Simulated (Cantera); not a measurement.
Standard-state values (1 bar) from the NASA 1993 polynomials, evaluated with Cantera. Values are per mole of reaction as written; species without (g) are pure solids or liquids, kept so even where they would boil at 1 bar.

2 HBO2(g) → B2O3(g) + H2O(g)

```tsv
T (K)	ΔH° (kJ)	ΔS° (J/K)	ΔG° (kJ)	log10 K
1000	(withheld)	(withheld)	(withheld)	(withheld)
1150	50.3	6.0	43.4	-1.97
1300	50.8	6.4	42.5	-1.71
1450	51.2	6.7	41.5	-1.49
1600	51.6	7.0	40.5	-1.32
1750	52.0	7.2	39.4	-1.18
1900	(withheld)	(withheld)	(withheld)	(withheld)
2050	52.7	7.6	37.2	-0.95
2200	(withheld)	(withheld)	(withheld)	(withheld)
2350	53.4	7.9	34.9	-0.78
```

What belongs in the gaps?


- 1000, ΔH° (kJ): 49.7
- 1000, ΔS° (J/K): 5.4
- 1000, ΔG° (kJ): 44.3
- 1000, log10 K: -2.31
- 1900, ΔH° (kJ): 52.3
- 1900, ΔS° (J/K): 7.4
- 1900, ΔG° (kJ): 38.3
- 1900, log10 K: -1.05
- 2200, ΔH° (kJ): 53.1
- 2200, ΔS° (J/K): 7.7
- 2200, ΔG° (kJ): 36.0
- 2200, log10 K: -0.86
